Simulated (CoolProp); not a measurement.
Vapour-liquid equilibrium of benzene (1) + n-nonane (2) at 0.0929 MPa; x and y are mole fractions of (1).

Model: multi-fluid Helmholtz-energy mixture model, Thol 2012 and Lemmon 2006; pair parameters Bell 2016, in CoolProp.

**Question.** Give the bubble temperature and the first vapour's composition at x = 0.2, 0.35, 0.5. Is there an azeotrope?

**Answer.** x = 0.2: 385.5 K, y = 0.705; x = 0.35: 373.4 K, y = 0.833; x = 0.5: 366.0 K, y = 0.894. No azeotrope shows between x = 0.05 and 0.95.

The pair parameters rest on a limited set of measurements; away from them the model extrapolates.
